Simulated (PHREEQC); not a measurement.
Model water analysis in mmol/kgw, 65 °C, pH 4.16, pe 10.7:

| constituent | mmol/kgw |
|---|---|
| Na | 12 |
| K | 11.8 |
| Ca | 5.54 |
| Mg | 1.48 |
| Cl | 4.91 |
| S(6) | 16.5 |
| Ni | 0.0428 |

Valence states are taken as typed.

Equilibrium calculation in PHREEQC: ion-association model, wateq4f.dat.

The ionic strength comes out as 0.0466 mol/kgw, the total alkalinity is -0.204 meq/kg and the charge-balance error is 0.4 %.

```tsv
species	molality	activity	log γ
SO4-2	0.0121	0.00539	-0.352
Na+	0.0116	0.00946	-0.089
K+	0.0110	0.00889	-0.094
Cl-	0.00491	0.00395	-0.094
Ca+2	0.00331	0.00151	-0.342
CaSO4	0.00223	0.00225	0.005
MgSO4	0.000875	0.000884	0.005
KSO4-	0.000758	0.000623	-0.086
Mg+2	0.000605	0.000282	-0.331
```

This is a speciation only: nothing precipitates in the calculation. Away from 25 °C the constants follow the database's enthalpies or fits; those with neither stay at their 25 °C values.
